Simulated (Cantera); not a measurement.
**Premixed flame**

A freely propagating, adiabatic, planar premixed flame of 44.2 % H2, 11.6 % O2, 44.2 % N2, unburnt at 325 K and 0.276 atm; multicomponent transport, grid criteria slope 0.08 and curve 0.16, no radiation.

Detailed kinetics in Cantera: the H2/O2 subset of GRI-Mech 3.0, which has no nitrogen chemistry. Burning velocities carry a grid error of a few per cent, more on coarse grids.

```json
[
 {"z (mm)": "-5.65", "T (K)": "325", "u (m/s)": "2.94", "x H2": "0.442", "x O2": "0.116", "x H": "<1e-8", "x H2O2": "<1e-8", "x O": "<1e-8", "x HO2": "<1e-8"},
 {"z (mm)": "-3.77", "T (K)": "325", "u (m/s)": "2.94", "x H2": "0.442", "x O2": "0.116", "x H": "<1e-8", "x H2O2": "<1e-8", "x O": "<1e-8", "x HO2": "<1e-8"},
 {"z (mm)": "-2.82", "T (K)": "325", "u (m/s)": "2.94", "x H2": "0.442", "x O2": "0.116", "x H": "<1e-8", "x H2O2": "<1e-8", "x O": "<1e-8", "x HO2": "<1e-8"},
 {"z (mm)": "-1.88", "T (K)": "325", "u (m/s)": "2.94", "x H2": "0.442", "x O2": "0.116", "x H": "<1e-8", "x H2O2": "<1e-8", "x O": "<1e-8", "x HO2": "<1e-8"},
 {"z (mm)": "-0.942", "T (K)": "337", "u (m/s)": "3.05", "x H2": "0.440", "x O2": "0.116", "x H": "1.23e-5", "x H2O2": "6.09e-6", "x O": "1.40e-6", "x HO2": "8.10e-5"},
 {"z (mm)": "-0.471", "T (K)": "623", "u (m/s)": "5.51", "x H2": "0.409", "x O2": "0.109", "x H": "0.00750", "x H2O2": "4.17e-5", "x O": "0.000155", "x HO2": "9.04e-5"},
 {"z (mm)": "0", "T (K)": "1045", "u (m/s)": "8.96", "x H2": "0.306", "x O2": "0.0736", "x H": "0.0503", "x H2O2": "6.70e-7", "x O": "0.00257", "x HO2": "2.76e-5"},
 {"z (mm)": "0.471", "T (K)": "1315", "u (m/s)": "11.1", "x H2": "0.204", "x O2": "0.0176", "x H": "0.0913", "x H2O2": "3.79e-7", "x O": "0.00335", "x HO2": "6.12e-6"},
 {"z (mm)": "0.942", "T (K)": "1424", "u (m/s)": "12.0", "x H2": "0.183", "x O2": "0.00288", "x H": "0.0953", "x H2O2": "2.57e-7", "x O": "0.00176", "x HO2": "9.42e-7"},
 {"z (mm)": "1.88", "T (K)": "1528", "u (m/s)": "12.8", "x H2": "0.187", "x O2": "0.000831", "x H": "0.0841", "x H2O2": "2.12e-7", "x O": "0.00133", "x HO2": "2.53e-7"},
 {"z (mm)": "3.77", "T (K)": "1640", "u (m/s)": "13.6", "x H2": "0.197", "x O2": "0.000620", "x H": "0.0688", "x H2O2": "1.49e-7", "x O": "0.00109", "x HO2": "1.75e-7"},
 {"z (mm)": "7.53", "T (K)": "1753", "u (m/s)": "14.4", "x H2": "0.206", "x O2": "0.000416", "x H": "0.0529", "x H2O2": "8.65e-8", "x O": "0.000766", "x HO2": "1.15e-7"},
 {"z (mm)": "15.1", "T (K)": "1857", "u (m/s)": "15.2", "x H2": "0.215", "x O2": "0.000238", "x H": "0.0382", "x H2O2": "4.46e-8", "x O": "0.000457", "x HO2": "6.86e-8"}
]
```
x: mole fraction of selected species; z is measured from the peak of heat release.

```
Item                        Result
------------------------  --------
laminar burning velocity  294 cm/s
thermal thickness          1.88 mm
peak x(H)                   0.0961
peak x(H2O2)               5.75e-5
peak x(O)                  0.00389
peak x(HO2)               0.000204
```
